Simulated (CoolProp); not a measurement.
Octamethylcyclotetrasiloxane (D4) along the isobar 1.11 MPa: fugacity coefficient from the reference equation and from simpler models built on Tc = 313.4 °C, pc = 1.347 MPa, ω = 0.598; each cubic takes its own stable root.

Model: reference Helmholtz-energy equation of state, Thol 2015, in CoolProp.

| T (°C) | phase | reference | van der Waals | Redlich-Kwong | Peng-Robinson |
|---|---|---|---|---|---|
| 256.45 | liquid | 0.4124 | 0.6204 | 0.5281 | 0.4134 |
| 262.85 | liquid | ___ | 0.6424 | 0.5572 | ___ |
| 269.35 | liquid | 0.4882 | 0.6645 | 0.5870 | 0.4887 |
| 275.75 | liquid | 0.5278 | 0.6861 | 0.6162 | 0.5276 |
| 282.25 | liquid | 0.5689 | ___ | 0.6457 | 0.5679 |
| 288.75 | liquid | 0.6108 | 0.7238 | ___ | 0.6084 |
| 295.15 | liquid | 0.6524 | 0.7326 | 0.6986 | 0.6480 |
| 308.05 | gas | 0.7061 | 0.7486 | 0.7201 | 0.6958 |
| 314.55 | gas | 0.7200 | 0.7560 | ___ | 0.7092 |
| 321.05 | gas | 0.7329 | 0.7631 | 0.7390 | 0.7217 |
| 327.45 | gas | 0.7446 | 0.7697 | 0.7476 | 0.7332 |
| 333.95 | gas | 0.7558 | 0.7761 | 0.7558 | 0.7443 |
| 340.35 | gas | 0.7661 | 0.7822 | 0.7636 | 0.7547 |
| 346.85 | gas | 0.7761 | 0.7881 | 0.7710 | 0.7647 |

Question: Some entries are withheld; supply them.

Answer: 
- 262.85, reference: 0.4493
- 262.85, Peng-Robinson: 0.4501
- 282.25, van der Waals: 0.7076
- 288.75, Redlich-Kwong: 0.6746
- 314.55, Redlich-Kwong: 0.7298

At some of these states van der Waals, Redlich-Kwong gives the other phase, because its saturation line lies elsewhere.
